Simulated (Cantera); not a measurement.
Input (Python, Cantera):

```python
import numpy as np
import cantera as ct

gas = ct.Solution("h2o2.yaml")
gas.TPX = 1400, 1200, {'H2': 0.38, 'O2': 1}
reactor = ct.IdealGasConstPressureReactor(gas, energy="off", clone=False)
net = ct.ReactorNet([reactor])
net.rtol, net.atol = 1e-08, 1e-18
show = ['H2', 'O2', 'H', 'H2O', 'OH', 'HO2', 'O']
times = np.geomspace(3e-05, 20, 10)

steps = ct.SolutionArray(gas, extra=["t"])
rows = []
print(f"{'t/s':>10s}{'T/K':>9s}{'P/Pa':>11s}" + "".join(f"{s:>11s}" for s in show))
for t in times:
    while net.time < t:
        t_next = net.step()
        steps.append(gas.state, t=t_next)
    rows.append([np.interp(t, steps.t, y) for y in (steps.T, steps.P, *steps(*show).X.T)])
    print(f"{t:10.3e}{rows[-1][0]:9.1f}{rows[-1][1]:11.4g}" + "".join(f"{x:11.3e}" for x in rows[-1][2:]))
rate = np.gradient(steps.T, steps.t)
print("integrator steps:", len(steps.t))
if steps.T.max() > steps.T[0] + 200:
    print(f"time of steepest temperature rise: {steps.t[rate.argmax()]:.4e} s")
gas.TPX = 1400, 1200, {'H2': 0.38, 'O2': 1}
gas.equilibrate("TP")
print(f"equilibrium (TP): T = {gas.T:.1f} K  " + "  ".join(f"{s} {gas[s].X[0]:.3e}" for s in show))
```

It prints:

```
       t/s      T/K       P/Pa         H2         O2          H        H2O         OH        HO2          O
 3.000e-05   1400.0       1200  2.754e-01  7.246e-01  1.232e-07  3.963e-08  3.578e-08  1.258e-07  4.257e-08
 1.331e-04   1400.0       1200  2.754e-01  7.246e-01  3.021e-06  4.040e-06  1.232e-06  5.573e-07  1.578e-06
 5.906e-04   1400.0       1200  6.529e-02  6.028e-01  8.758e-02  1.531e-01  2.656e-02  5.042e-06  6.466e-02
 2.621e-03   1400.0       1200  1.691e-02  5.723e-01  8.420e-02  2.100e-01  2.103e-02  5.624e-06  9.551e-02
 1.163e-02   1400.0       1200  1.262e-02  6.087e-01  4.728e-02  2.486e-01  1.873e-02  6.294e-06  6.406e-02
 5.160e-02   1400.0       1200  2.617e-03  6.665e-01  3.776e-03  3.065e-01  8.893e-03  4.929e-06  1.180e-02
 2.289e-01   1400.0       1200  1.357e-04  6.793e-01  4.345e-05  3.179e-01  2.045e-03  7.628e-07  6.021e-04
 1.016e+00   1400.0       1200  1.166e-05  6.804e-01  1.100e-06  3.190e-01  6.015e-04  1.313e-07  5.190e-05
 4.507e+00   1400.0       1200  2.177e-06  6.806e-01  8.922e-08  3.192e-01  2.603e-04  1.186e-07  9.718e-06
 2.000e+01   1400.0       1200  1.607e-06  6.806e-01  5.667e-08  3.192e-01  2.237e-04  1.291e-07  7.174e-06
integrator steps: 1915
equilibrium (TP): T = 1400.0 K  H2 1.606e-06  O2 6.806e-01  H 5.666e-08  H2O 3.192e-01  OH 2.237e-04  HO2 1.291e-07  O 7.173e-06
```

Cantera simulation using the H2/O2 subset of GRI-Mech 3.0, which has no nitrogen chemistry; the numbers are that mechanism's predictions, not measurements. Radical loss at walls, strong at low pressure, is not modelled. The temperature is held fixed by assumption; the heat of reaction is taken as removed at once.
